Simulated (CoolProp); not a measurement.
Vapour-liquid equilibrium of propane (1) + isobutene (2) at 288.5 K; x and y are mole fractions of (1).

Model: multi-fluid Helmholtz-energy mixture model, Lemmon 2009 and Lemmon 2005; pair parameters Bell 2016, in CoolProp.

```csv
x,bubble pressure (MPa),y at the bubble point,dew pressure at overall composition x (MPa),liquid density (mol/L)
0.05,0.2595,0.165,?,10.73
0.125,0.3052,0.332,0.2504,10.78
0.2,0.3459,0.448,0.2681,10.84
0.275,0.3835,?,0.2881,10.90
0.35,0.4192,0.610,0.3110,10.96
0.425,0.4540,0.673,0.3371,?
0.5,0.4886,?,?,11.08
0.575,0.5235,0.779,0.4013,?
0.65,0.5591,0.826,0.4407,11.21
0.725,0.5957,0.869,0.4860,11.28
0.8,0.6333,0.909,0.5388,11.34
0.875,0.6720,0.946,0.6010,11.40
0.95,?,0.979,0.6768,11.46
```

**Question.** Some entries are withheld; supply them.

**Answer.** 
- 0.05, dew pressure at overall composition x (MPa): 0.2347
- 0.275, y at the bubble point: 0.537
- 0.425, liquid density (mol/L): 11.02
- 0.5, y at the bubble point: 0.729
- 0.5, dew pressure at overall composition x (MPa): 0.3670
- 0.575, liquid density (mol/L): 11.15
- 0.95, bubble pressure (MPa): 0.7117

No azeotrope shows between x = 0.05 and 0.95.

Pair parameters are fitted to limited data, so mixtures are less certain than the pure fluids.
